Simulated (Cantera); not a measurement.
A closed system holds: 1 mol Fe2O3, 3 mol C, 2.8 mol N2, at 2002 °C and 1.00 Torr.

These are equilibrium values from Cantera (NASA tables, ideal gas, pure condensed phases), not measurements of a reactor. Candidate condensed phases: C, Fe, Fe(CO)5, FeO, Fe2O3, Fe3O4; 27 gas species. The numbers say what is thermodynamically allowed, not how fast it happens.

Base state: CO 0.385, N2 0.359, Fe 0.256 (mole fractions); condensed: gas only.

### Question
What changes in the equilibrium state with this change: C from 3 to 1.3 mol?

### Answer
| species | before | after |
|---|---|---|
| N2 | 0.359 | 0.421 |
| Fe | 0.256 | 0.261 |
| CO | 0.385 | 0.109 |
| CO2 | 5.37e-7 | 0.0880 |
| O2 | <1e-9 | 0.0484 |
| FeO | 7.03e-8 | 0.0415 |
| O | 4.46e-8 | 0.0258 |
| NO | 8.32e-9 | 0.00522 |

### Question
What changes in the equilibrium state with this change: 1.5 mol NH3 added?

### Answer
```csv
species,before,after
N2,0.359,0.314
CO,0.385,0.265
Fe,0.256,0.177
H2,0,0.153
H,0,0.0910
```
Further candidate phases: C6H6, C7H8, C8H18, Fe(OH)2, Fe(OH)3, H2O.

### Question
What changes in the equilibrium state with this change: temperature from 2002 °C to 1500 °C?

### Answer
```csv
species,before,after
CO,0.385,0.510
N2,0.359,0.476
Fe,0.256,0.0148
"Fe(δ), mol",0,1.91
```
